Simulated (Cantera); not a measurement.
# Si + HCl + N2 (silicon etching in halogen gases)

Charge: 1 mol Si, a varied amount of HCl, 0.29 mol N2, at 400 °C and 1000 Pa.

Method: chemical equilibrium by Gibbs-energy minimisation in Cantera with the NASA 1993 tables (ideal gas, pure condensed phases). Candidate condensed phases: NH4Cl, Si, Si3N4; 28 gas species. N2 is the only nitrogen source here; it is nearly inert below about 1500 K, so the nitride shown seldom forms there in practice. The tables' values for SiCl3 are old estimates; treat these amounts as uncertain. The numbers say what is thermodynamically allowed, not how fast it happens.

```tsv
n(HCl) (mol)	x HCl	x H2	x SiCl4	x N2	x SiHCl3	x SiH2Cl2	x SiCl3	n Si(s)	n Si3N4(s)
1.7	0.000640	0.653	0.307	<1e-12	0.0397	0.000316	1.62e-5	0.127	0.145
3.1	0.269	0.480	0.240	0.0107	5.44e-5	7.59e-10	2.59e-8	0	0.131
4.4	0.312	0.430	0.215	0.0430	3.76e-5	4.05e-10	1.89e-8	0	0.0642
5.8	0.354	0.393	0.196	0.0570	2.77e-5	2.40e-10	1.46e-8	0	0
7.2	0.493	0.308	0.154	0.0447	1.22e-5	5.96e-11	7.25e-9	0	0
8.5	0.578	0.257	0.128	0.0372	7.23e-6	2.51e-11	4.71e-9	0	0
9.9	0.642	0.218	0.109	0.0316	4.68e-6	1.24e-11	3.31e-9	0	0
11	0.680	0.194	0.0972	0.0282	3.52e-6	7.86e-12	2.63e-9	0	0
```
x: gas mole fraction; n: condensed amount in mol.

At 1.7 mol HCl the condensed part is Si(s) + Si3N4(s). From 3.1 mol HCl to 4.4 mol HCl the condensed part is Si3N4(s). From 5.8 mol HCl to 11 mol HCl nothing is condensed. The main Si-bearing gas is SiCl4 throughout.
